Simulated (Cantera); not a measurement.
An isothermal, constant-pressure homogeneous reactor starts with 8.27 % C2H6, 91.0 % N2, 0.753 % H2O, at 1200 K and 3.60 Torr.

Detailed kinetics in Cantera: GRI-Mech 3.0 (53 species, 325 reactions). GRI-Mech 3.0 stops at C3 and has no aromatics, soot or wall deposition, so with more carbon than oxygen in the feed, carbon stays in small species such as C2H2 where larger ones or solid carbon would form. Radical loss at walls, strong at low pressure, is not modelled.

### Question
Predict: x(C2H6) at 30.0 s; x(CH3) at 30.0 s; x(CH4) at 30.0 s.

### Answer
```json
{
  "x(C2H6) at 30.0 s": "2.21e-6 (gas-phase equilibrium 3.32e-8)",
  "x(CH3) at 30.0 s": "2.05e-6 (gas-phase equilibrium 3.59e-7)",
  "x(CH4) at 30.0 s": "0.0206 (gas-phase equilibrium 0.00252)"
}
```
